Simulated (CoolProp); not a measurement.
Vapour-liquid equilibrium of n-hexane (1) + hexamethyldisiloxane (MM) (2) at -29.05 °C; x and y are mole fractions of (1).

Computed with CoolProp (multi-fluid Helmholtz-energy mixture model, Thol 2019 and Thol 2016; pair parameters Bell 2016).

```json
[
 {"x": "0.05", "bubble pressure (kPa)": "0.2027", "y at the bubble point": "0.225", "dew pressure at overall composition x (kPa)": "0.1724", "liquid density (mol/L)": "5.127"},
 {"x": "0.15", "bubble pressure (kPa)": "0.2735", "y at the bubble point": "0.484", "dew pressure at overall composition x (kPa)": "0.1885", "liquid density (mol/L)": "?"},
 {"x": "0.25", "bubble pressure (kPa)": "0.3435", "y at the bubble point": "0.637", "dew pressure at overall composition x (kPa)": "0.2079", "liquid density (mol/L)": "5.590"},
 {"x": "0.35", "bubble pressure (kPa)": "0.4167", "y at the bubble point": "0.742", "dew pressure at overall composition x (kPa)": "?", "liquid density (mol/L)": "5.849"},
 {"x": "0.45", "bubble pressure (kPa)": "0.4956", "y at the bubble point": "?", "dew pressure at overall composition x (kPa)": "0.2615", "liquid density (mol/L)": "6.128"},
 {"x": "0.55", "bubble pressure (kPa)": "?", "y at the bubble point": "?", "dew pressure at overall composition x (kPa)": "0.2999", "liquid density (mol/L)": "6.430"},
 {"x": "0.65", "bubble pressure (kPa)": "0.6741", "y at the bubble point": "0.921", "dew pressure at overall composition x (kPa)": "0.3513", "liquid density (mol/L)": "6.757"},
 {"x": "0.75", "bubble pressure (kPa)": "0.7724", "y at the bubble point": "0.954", "dew pressure at overall composition x (kPa)": "0.4241", "liquid density (mol/L)": "7.113"},
 {"x": "0.85", "bubble pressure (kPa)": "0.8734", "y at the bubble point": "0.978", "dew pressure at overall composition x (kPa)": "0.5378", "liquid density (mol/L)": "7.500"},
 {"x": "0.95", "bubble pressure (kPa)": "0.9724", "y at the bubble point": "0.994", "dew pressure at overall composition x (kPa)": "?", "liquid density (mol/L)": "7.923"}
]
```

Problem. Fill in the missing entries.

Solution. 
- 0.15, liquid density (mol/L): 5.350
- 0.35, dew pressure at overall composition x (kPa): 0.2317
- 0.45, y at the bubble point: 0.819
- 0.55, bubble pressure (kPa): 0.5813
- 0.55, y at the bubble point: 0.877
- 0.95, dew pressure at overall composition x (kPa): 0.7586

No azeotrope shows between x = 0.05 and 0.95.

The pair parameters rest on a limited set of measurements; away from them the model extrapolates.
